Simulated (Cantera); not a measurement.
What does this Cantera script print?

```python
import numpy as np
import cantera as ct

gas_names = [...]  # 109 gases of nasa_gas.yaml made of C, Cl, H, Si
cond_names = """
    C(gr) C6H6(L) C7H8(L) C8H18(L),n-octa Si(cr) Si(L) SiC(b)
""".split()


# ... load() reads the species with a 1 bar reference pressure and builds the phases ...
atoms = {
    '(CH3)2SiCl2': {'C': 2, 'H': 6, 'Si': 1, 'CL': 2},
    'H2': {'H': 2},
    'C2H2': {'C': 2, 'H': 2},
}
top_T = {'C(gr)': 4500, 'SiC(b)': 3050}  # K; cautious upper limits of use, not melting points


# ... equilibrate(T, P, feed) seeds the gas with the atoms and calls Mixture.equilibrate('TP', solver="vcs", rtol=1e-11, max_steps=5000) ...
results = []
feed = {'(CH3)2SiCl2': 1, 'H2': 290, 'C2H2': 0.014}  # mol
P = 1333.22  # Pa
for T in [1498, 1648, 1798, 1948, 2098, 2248, 2398, 2548]:
    mix = equilibrate(T, P, feed)
    results.append((T, P, feed, dict(zip(mix.species_names, mix.species_moles))))

top = {s: max(r[3][s] / sum(r[3][g] for g in gas_names) for r in results) for s in gas_names}
cols = sorted((s for s in top if top[s] > 1e-06), key=lambda s: -top[s])[:6]
seen = [c for c in cond_names if any(r[3].get(c, 0) > 1e-12 for r in results)]
print("log10 of partial pressures in bar; condensed amounts in mol")
print(f"{'T/K':>10s}" + "".join(f"{s[:9]:>10s}" for s in cols + seen))
for T, P, feed, n in results:
    ng = sum(n[g] for g in gas_names)
    print(f"{T:10.4g}" + "".join(f"{np.log10(max(n[s] / ng * P / 1e5, 1e-99)):10.3f}" for s in cols)
          + "".join(f"{n.get(c, 0):10.4g}" for c in seen))
```

Result:

```
log10 of partial pressures in bar; condensed amounts in mol
       T/K        H2         H       HCL C2H2,acet        Si        CL     C(gr)    SiC(b)
      1498    -1.878    -5.704    -4.043    -6.933   -10.139    -7.962     1.013    0.9997
      1648    -1.878    -4.990    -4.043    -6.228    -8.498    -7.260    0.9973    0.9993
      1798    -1.879    -4.393    -4.045    -5.643    -7.133    -6.674    0.9274    0.9968
      1948    -1.883    -3.888    -4.049    -5.151    -5.981    -6.179    0.7407    0.9697
      2098    -1.891    -3.457    -4.059    -4.736    -4.995    -5.758    0.4479     0.717
      2248    -1.908    -3.088    -4.080    -4.402    -4.453    -5.400         0         0
      2398    -1.940    -2.773    -4.117    -4.411    -4.434    -5.096         0         0
      2548    -1.997    -2.508    -4.184    -4.442    -4.446    -4.847         0         0
```

These are equilibrium values from Cantera (NASA tables, ideal gas, pure condensed phases), not measurements of a reactor. The feed counts by its element totals alone. The tables' values for SiCl are old estimates; treat these amounts as uncertain. Gases not in the tables: Si2H6 and higher silanes.
